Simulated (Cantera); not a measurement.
## Carbothermic reduction: PbO + C + CO

A closed system holds: 1 mol PbO, 0.86 mol C, 0.057 mol CO, held at 0.000180 bar.

These are equilibrium values from Cantera (NASA tables, ideal gas, pure condensed phases), not measurements of a reactor. Candidate condensed phases: C, Pb, PbO, PbO2, Pb3O4; 15 gas species. Equilibrium is a limit: real reactors are often held back by kinetics, nucleation or transport.

```
T (°C)   x Pb   x CO   x CO2       x O      x O2     x PbO    x Pb2
------  -----  -----  ------  --------  --------  --------  -------
877     0.522  0.405  0.0730    <1e-12    <1e-12   2.11e-6  3.70e-6
1027    0.522  0.405  0.0730  2.71e-11  4.22e-12   1.38e-5  1.78e-6
1177    0.522  0.405  0.0730   4.53e-9  9.14e-10   6.07e-5  9.90e-7
1327    0.521  0.406  0.0728   2.88e-7   7.12e-8  0.000200  6.13e-7
1477    0.521  0.406  0.0725   8.96e-6   2.58e-6  0.000531  4.10e-7
1627    0.520  0.407  0.0716  0.000160   5.17e-5   0.00119  2.90e-7
1777    0.518  0.410  0.0677   0.00178  0.000599   0.00222  2.14e-7
1927    0.511  0.420  0.0518    0.0112   0.00307   0.00295  1.60e-7
```
x: gas mole fraction; nothing condenses.

From 877 °C to 1927 °C nothing is condensed. The main Pb-bearing gas is Pb throughout.
